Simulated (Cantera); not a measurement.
## Diamond growth

A diamond (100) surface in a fixed gas of H2 with x(CH4) = 0.0043, x(H) = 0.00062, x(CH3) = 8.4e-05, at 950 K; coverages are run to steady state.

Computed with Cantera and the Harris–Goodwin 1993 mechanism for the reconstructed diamond (100) surface.

| P (Pa) | growth (µm/h) | θ c6HH | θ c6H* | θ c6*H | θ c6** | θ c6HM |
|---|---|---|---|---|---|---|
| 330 | 0.0472 | 0.616 | 0.0133 | 0.317 | 0.00571 | 0.0369 |
| 620 | 0.117 | 0.606 | 0.0131 | 0.311 | 0.00562 | 0.0491 |
| 1200 | 0.276 | 0.597 | 0.0129 | 0.307 | 0.00553 | 0.0601 |
| 2200 | 0.567 | 0.590 | 0.0128 | 0.303 | 0.00547 | 0.0674 |
| 4200 | 1.16 | 0.586 | 0.0127 | 0.301 | 0.00543 | 0.0725 |
| 7800 | 2.24 | 0.584 | 0.0126 | 0.300 | 0.00541 | 0.0753 |
| 15000 | 4.40 | 0.582 | 0.0126 | 0.299 | 0.00540 | 0.0770 |
| 28000 | 8.32 | 0.582 | 0.0126 | 0.299 | 0.00539 | 0.0779 |
θ: site fractions in the mechanism's names (c6HH fully hydrogenated, c6H* and c6*H radical sites, c6** diradical, c6HM methylated).
